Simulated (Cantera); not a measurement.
Feed: 1 mol C, 2.7 mol H2, 0.11 mol CO2, equilibrated at 1325 °C and 1.30 mbar.

Equilibrium computed with Cantera from the NASA thermochemical tables; the gas is ideal and each condensed phase is pure. Candidate condensed phases: C, C6H6, C7H8, C8H18, H2O; 110 gas species. Rates play no part.

Base state: H2 0.923, CO 0.0753, H 0.00142, C2H2 (acetylene) 2.49e-5 (mole fractions); condensed: C(graphite).

Q: What changes in the equilibrium state with this change: pressure from 1.30 mbar to 0.133 bar?

A: 
```json
[
 {"species": "H2", "before": "0.923", "after": "0.924"},
 {"species": "CO", "before": "0.0753", "after": "0.0753"},
 {"species": "CH4", "before": "1.82e-6", "after": "0.000187"},
 {"species": "H", "before": "0.00142", "after": "0.000140"},
 {"species": "C2H2 (acetylene)", "before": "2.49e-5", "after": "2.49e-5"},
 {"species": "C(graphite), mol", "before": "0.890", "after": "0.889"}
]
```

Q: What changes in the equilibrium state with this change: temperature from 1325 °C to 1677 °C?

A: 
```csv
species,before,after
H2,0.923,0.895
CO,0.0753,0.0742
H,0.00142,0.0301
C2H2 (acetylene),2.49e-5,0.000489
"C(graphite), mol",0.890,0.887
```
